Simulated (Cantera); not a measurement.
Cantera with NASA thermochemical tables; ideal gases at 1 bar, condensed phases pure. Values are per mole of reaction as written; species without (g) are pure solids or liquids, kept so even where they would boil at 1 bar.

Q: Between 300 and 2275 K, where is each reaction favourable under standard conditions?
- 1.333 Ti + O2(g) = 0.6667 Ti2O3
- Nb + O2(g) = NbO2
- Zr + O2(g) = ZrO2(g)

A: 
- 1.333 Ti + O2(g) = 0.6667 Ti2O3: ΔG° is -956 kJ at 300 K and -616 kJ at 2275 K; it stays negative (K > 1). ΔH° is -937 kJ and ΔS° -141 J/K at 2275 K.
- Nb + O2(g) = NbO2: ΔG° is -739 kJ at 300 K and -414 kJ at 2275 K; it stays negative (K > 1). ΔH° is -667 kJ and ΔS° -111 J/K at 2275 K.
- Zr + O2(g) = ZrO2(g): ΔG° is -295 kJ at 300 K and -328 kJ at 2275 K; it stays negative (K > 1). ΔH° is -332 kJ and ΔS° -1 J/K at 2275 K.
